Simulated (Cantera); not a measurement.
What does this Cantera script print?

```python
import numpy as np
import cantera as ct

gas_names = """
    CL CL2 H HCL H2 Si SiCL SiCL2 SiCL3 SiCL4 SiH SiHCL3 SiH2 SiH2CL2 SiH3 SiH3CL SiH4 Si2 Si3
""".split()
cond_names = """
    Si(cr) Si(L)
""".split()


# ... load() reads the species with a 1 bar reference pressure and builds the phases ...
atoms = {
    'SiCl4': {'Si': 1, 'CL': 4},
    'Cl2': {'CL': 2},
    'H2': {'H': 2},
}
top_T = {}  # K; cautious upper limits of use, not melting points


# ... equilibrate(T, P, feed) seeds the gas with the atoms and calls Mixture.equilibrate('TP', solver="vcs", rtol=1e-11, max_steps=5000) ...
results = []
feed = {'SiCl4': 1, 'Cl2': 0.98, 'H2': 10}  # mol
P = 13332.2  # Pa
for T in [1250, 1300, 1350, 1400, 1450, 1500, 1550, 1600, 1650, 1700]:
    mix = equilibrate(T, P, feed)
    results.append((T, P, feed, dict(zip(mix.species_names, mix.species_moles))))

top = {s: max(r[3][s] / sum(r[3][g] for g in gas_names) for r in results) for s in gas_names}
cols = sorted((s for s in top if top[s] > 0.001), key=lambda s: -top[s])[:8]
seen = [c for c in cond_names if any(r[3].get(c, 0) > 1e-12 for r in results)]
print("log10 of partial pressures in bar; condensed amounts in mol")
print(f"{'T/K':>10s}" + "".join(f"{s[:9]:>10s}" for s in cols + seen))
for T, P, feed, n in results:
    ng = sum(n[g] for g in gas_names)
    print(f"{T:10.4g}" + "".join(f"{np.log10(max(n[s] / ng * P / 1e5, 1e-99)):10.3f}" for s in cols)
          + "".join(f"{n.get(c, 0):10.4g}" for c in seen))
```

Result:

```
log10 of partial pressures in bar; condensed amounts in mol
       T/K        H2       HCL     SiCL2     SiCL4     SiCL3    SiHCL3
      1250    -1.012    -1.604    -3.217    -2.076    -3.074    -2.932
      1300    -1.019    -1.575    -2.878    -2.144    -2.898    -2.930
      1350    -1.029    -1.540    -2.619    -2.243    -2.780    -2.975
      1400    -1.040    -1.504    -2.429    -2.376    -2.717    -3.062
      1450    -1.051    -1.473    -2.294    -2.543    -2.700    -3.186
      1500    -1.060    -1.448    -2.199    -2.740    -2.721    -3.337
      1550    -1.067    -1.430    -2.135    -2.960    -2.770    -3.508
      1600    -1.072    -1.418    -2.092    -3.194    -2.839    -3.689
      1650    -1.076    -1.410    -2.064    -3.433    -2.919    -3.873
      1700    -1.078    -1.405    -2.044    -3.670    -3.004    -4.057
```

Method: chemical equilibrium by Gibbs-energy minimisation in Cantera with the NASA 1993 tables (ideal gas, pure condensed phases). The tables' values for SiCl3, SiCl are old estimates; treat these amounts as uncertain.
